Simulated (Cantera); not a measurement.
An isothermal, constant-pressure homogeneous reactor starts with H₂ : O₂ : N₂ = 1.9 : 1 : 0.71 (molar parts), equivalence ratio 0.95, at 800 K and 40000 Pa. Integrator tolerance rtol = 1e-08.

Cantera simulation using the H2/O2 subset of GRI-Mech 3.0, which has no nitrogen chemistry; the numbers are that mechanism's predictions, not measurements. Below about 950 K walls govern HO2 and H2O2 in real vessels. The temperature is held fixed by assumption; the heat of reaction is taken as removed at once.

**Question.** What does this change do: H2 1.9 to 12 parts?

**Answer.** 
```tsv
quantity	before	after
x(H₂) at 40.0 s	0.498 (gas-phase equilibrium <1e-12)	0.859 (gas-phase equilibrium 0.787)
x(O₂) at 40.0 s	0.262 (gas-phase equilibrium 0.0188)	0.0587 (gas-phase equilibrium <1e-12)
x(H₂O) at 40.0 s	0.0377 (gas-phase equilibrium 0.714)	0.0295 (gas-phase equilibrium 0.157)
x(HO₂) at 40.0 s	1.27e-5 (gas-phase equilibrium 5.95e-12)	7.90e-6 (gas-phase equilibrium <1e-12)
x(OH) at 40.0 s	7.95e-10 (gas-phase equilibrium 1.61e-9)	2.43e-10 (gas-phase equilibrium <1e-12)
```
